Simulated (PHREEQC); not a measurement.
Consider water at 25 °C with 0.001 mol/kgw CdCl2, 0.00031 mol/kgw Na2SO4 and 0.0056 mol/kgw HCl. Closed to the air; pH follows from the charge balance.

Equilibrium calculation in PHREEQC: ion-association model, wateq4f.dat.

```json
[
 {"quantity": "pH", "before": "2.29", "after": "2.30"},
 {"quantity": "ionic strength (mol/kgw)", "before": "0.00865", "after": "0.00851"},
 {"quantity": "Cl- (mol/kgw)", "before": "0.00727", "after": "0.00725"},
 {"quantity": "Cd+2 (mol/kgw)", "before": "0.000662", "after": "0.000646"},
 {"quantity": "CdCl+ (mol/kgw)", "before": "0.000311", "after": "0.000329"},
 {"quantity": "SO4-2 (mol/kgw)", "before": "0.000212", "after": "0.000159"},
 {"quantity": "SI of CdOHCl (CdOHCl)", "before": "-6.75", "after": "-6.20"},
 {"quantity": "SI of Halite (NaCl)", "before": "-7.01", "after": "-7.09"}
]
```

Q: Which change was made?
(A) 0.0045 mol/kgw KCl added
(B) 0.0051 mol/kgw H2SO4 added
(C) temperature from 25 to 60 °C
(D) diluted 100-fold with water
(E) CdCl2 from 0.001 to 0.0009 mol/kgw

A: C, temperature from 25 to 60 °C

Precipitation was switched off in this run. At this temperature some constants are extrapolated from 25 °C, and those without enthalpy data are left unchanged.
